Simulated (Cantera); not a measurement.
A Cantera script and what it prints.

```python
import numpy as np
import cantera as ct

gas_names = """
    H HNO HNO2 HNO3 HO2 H2 H2O H2O2 H2S H2SO4 N NH NH2 NH3 NH2OH NO NO2 NO3 N2 N2H2 N2H4 N2O O OH O2 O3
    S SH SN SO SO2 SO3 S2 S2O S8
""".split()
cond_names = """
    H2O(s) H2O(L) H2SO4(L) S(cr1) S(cr2) S(L)
""".split()


def load(file, names, dense=False):
    # The tables refer to 1 bar. Condensed volumes are neglected.
    table = {s.name: s for s in ct.Species.list_from_file(file)}
    out = []
    for n in names:
        d = dict(table[n].input_data)
        d["thermo"] = dict(d["thermo"], **{"reference-pressure": 1e5})
        if dense:
            d["equation-of-state"] = {"model": "constant-volume", "density": "1e6 g/cm^3"}
        out.append(ct.Species.from_dict(d))
    return out


gas = ct.Solution(thermo="ideal-gas", species=load("nasa_gas.yaml", gas_names))
cond = {s.name: ct.Solution(thermo="fixed-stoichiometry", species=[s], name=s.name)
        for s in load("nasa_condensed.yaml", cond_names, dense=True)}
atoms = {
    'H2S': {'H': 2, 'S': 1},
    'H2O': {'H': 2, 'O': 1},
    'N2': {'N': 2},
}
top_T = {}  # K; cautious upper limits of use, not melting points


def equilibrate(T, P, feed):
    n = {}
    for name, mol in feed.items():
        for a, k in atoms[name].items():
            n[a] = n.get(a, 0.0) + k * mol
    gas.TPX = T, P, n
    mass = sum(n.values()) * gas.mean_molecular_weight
    gas.equilibrate("TP")
    valid = [c for c in cond.values() if c.min_temp <= T <= top_T.get(c.name, c.max_temp)]
    mix = ct.Mixture([(gas, mass / gas.mean_molecular_weight)] + [(c, 0.0) for c in valid])
    mix.T, mix.P = T, P
    mix.equilibrate("TP", solver="vcs", rtol=1e-11, max_steps=5000)
    return mix


results = []
T = 3125  # K
P = 240  # Pa
for m in [0.069, 0.093, 0.13, 0.17, 0.23, 0.3, 0.41, 0.55, 0.74, 1, 1.3, 1.8, 2.4]:
    feed = {'H2S': 1, 'H2O': m, 'N2': 0.24}  # mol
    mix = equilibrate(T, P, feed)
    results.append((T, P, feed, dict(zip(mix.species_names, mix.species_moles))))

top = {s: max(r[3][s] / sum(r[3][g] for g in gas_names) for r in results) for s in gas_names}
cols = sorted((s for s in top if top[s] > 0.001), key=lambda s: -top[s])[:8]
seen = [c for c in cond_names if any(r[3].get(c, 0) > 1e-12 for r in results)]
print("log10 of partial pressures in bar; condensed amounts in mol")
print(f"{'n(H2O)':>10s}" + "".join(f"{s[:9]:>10s}" for s in cols + seen))
for T, P, feed, n in results:
    ng = sum(n[g] for g in gas_names)
    print(f"{feed['H2O']:10.4g}" + "".join(f"{np.log10(max(n[s] / ng * P / 1e5, 1e-99)):10.3f}" for s in cols)
          + "".join(f"{n.get(c, 0):10.4g}" for c in seen))
```

It prints:

```
log10 of partial pressures in bar; condensed amounts in mol
    n(H2O)         H         S         O        N2        H2        SO        OH        O2
     0.069    -2.842    -3.159    -4.409    -3.768    -4.401    -5.111    -5.749    -7.284
     0.093    -2.841    -3.169    -4.287    -3.776    -4.399    -4.998    -5.626    -7.039
      0.13    -2.840    -3.184    -4.152    -3.789    -4.396    -4.879    -5.490    -6.770
      0.17    -2.838    -3.199    -4.048    -3.803    -4.394    -4.789    -5.384    -6.561
      0.23    -2.836    -3.222    -3.933    -3.823    -4.390    -4.698    -5.268    -6.332
       0.3    -2.834    -3.247    -3.837    -3.845    -4.386    -4.626    -5.170    -6.139
      0.41    -2.832    -3.283    -3.730    -3.878    -4.381    -4.556    -5.060    -5.925
      0.55    -2.829    -3.326    -3.636    -3.916    -4.376    -4.505    -4.964    -5.738
      0.74    -2.827    -3.379    -3.550    -3.964    -4.370    -4.471    -4.875    -5.565
         1    -2.824    -3.442    -3.472    -4.023    -4.365    -4.456    -4.794    -5.409
       1.3    -2.822    -3.505    -3.412    -4.082    -4.361    -4.459    -4.732    -5.289
       1.8    -2.820    -3.594    -3.348    -4.166    -4.356    -4.484    -4.665    -5.161
       2.4    -2.818    -3.682    -3.301    -4.250    -4.353    -4.525    -4.617    -5.067
```

Equilibrium computed with Cantera from the NASA thermochemical tables; the gas is ideal and each condensed phase is pure.
